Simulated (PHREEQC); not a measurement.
1 kg of water holding 0.004 mol K2SO4 and 0.012 mol KHCO3 is evaporated at 5 °C; the solids stay in contact with the brine. CO2 from the air is kept out. Solids allowed: Arcanite, Kalicinite, Misenite. Others were left out.

Equilibrium calculation in PHREEQC: Pitzer model, pitzer.dat.

```csv
water left (kg),ionic strength,water activity,Arcanite (mol),C in solution (mol/kgw)
1,0.0241,0.999,0,0.0120
0.6755,0.0357,0.999,0,0.0178
0.5552,0.0435,0.999,0,0.0216
0.375,0.0644,0.998,0,0.0320
0.3082,0.0783,0.998,0,0.0389
0.2082,0.116,0.997,0,0.0576
0.1407,0.172,0.996,0,0.0853
0.1156,0.209,0.995,0,0.104
0.07809,0.309,0.993,0,0.154
0.06418,0.376,0.992,0,0.187
0.04335,0.557,0.988,0,0.277
0.03564,0.678,0.985,0,0.337
0.02407,1.00,0.979,0,0.498
0.01627,1.48,0.970,0,0.737
0.01337,1.69,0.965,0.000526,0.897
0.009031,2.02,0.954,0.00199,1.33
0.007427,2.26,0.947,0.00246,1.62
0.005013,2.99,0.930,0.00306,2.39
```

Arcanite from water left = 0.01337 kg (pH 8.00).

Constants without temperature data keep their 25 °C values here.
